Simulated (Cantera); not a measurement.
Mixture: CO : H2 : CH4 : O2 : N2 = 1 : 0.069 : 0.11 : 0.503 : 1.89 (molar parts), at 10.0 bar, adiabatic and at constant volume. Ignition delay is the time to a rise of 400 K.

Computed with Cantera and GRI-Mech 3.0 (53 species, 325 reactions).

Task: What does this change do: pressure from 10.0 bar to 1.30 bar?

Result: 
```csv
quantity,before,after
delay at 1225 K,0.145 ms,0.533 ms
delay at 1300 K,79.3 µs,0.310 ms
delay at 1375 K,46.9 µs,0.193 ms
delay at 1450 K,29.0 µs,0.128 ms
delay at 1525 K,18.7 µs,88.9 µs
delay at 1600 K,12.6 µs,64.5 µs
delay at 1675 K,8.72 µs,48.0 µs
apparent activation energy between 1525 and 1675 K,110 kJ/mol,87 kJ/mol
```

Task: What does this change do: pressure from 10.0 bar to 0.770 bar?

Result: 
```csv
quantity,before,after
delay at 1225 K,0.145 ms,0.768 ms
delay at 1300 K,79.3 µs,0.456 ms
delay at 1375 K,46.9 µs,0.291 ms
delay at 1450 K,29.0 µs,0.197 ms
delay at 1525 K,18.7 µs,0.141 ms
delay at 1600 K,12.6 µs,0.104 ms
delay at 1675 K,8.72 µs,78.1 µs
apparent activation energy between 1525 and 1675 K,110 kJ/mol,83 kJ/mol
```

Task: What does this change do: H2 0.069 to 0.038 parts?

Result: 
```
quantity                                                before       after
--------------------------------------------------  ----------  ----------
delay at 1225 K                                       0.145 ms    0.248 ms
delay at 1300 K                                        79.3 µs    0.137 ms
delay at 1375 K                                        46.9 µs     78.9 µs
delay at 1450 K                                        29.0 µs     47.1 µs
delay at 1525 K                                        18.7 µs     29.1 µs
delay at 1600 K                                        12.6 µs     18.8 µs
delay at 1675 K                                        8.72 µs     12.5 µs
apparent activation energy between 1525 and 1675 K  110 kJ/mol  120 kJ/mol
```
